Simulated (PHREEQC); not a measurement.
Dissolve 0.0086 mol NaHSO4, 0.013 mol K2SO4 and 0.00014 mol H2SiF6 per kg of water at 25 °C. Closed to the air; pH follows from the charge balance.

The numbers come from PHREEQC with the ion-association model, wateq4f.dat.

The pH is 2.37. The ionic strength comes out as 0.0544 mol/kgw and the total alkalinity is -9.44 meq/kg.

```
species  molality  activity   log γ
-------  --------  --------  ------
K+         0.0248    0.0200  -0.093
SO4-2      0.0163   0.00735  -0.346
Na+       0.00830   0.00679  -0.087
H+        0.00501   0.00426  -0.070
HSO4-     0.00373   0.00304  -0.088
KSO4-     0.00125   0.00103  -0.084
```

This is a speciation only: nothing precipitates in the calculation. The solution is supersaturated, for example in Quartz (slow to form), so a real one may precipitate; this is no full list. SiF6-2 is the database's only silicon fluoride.
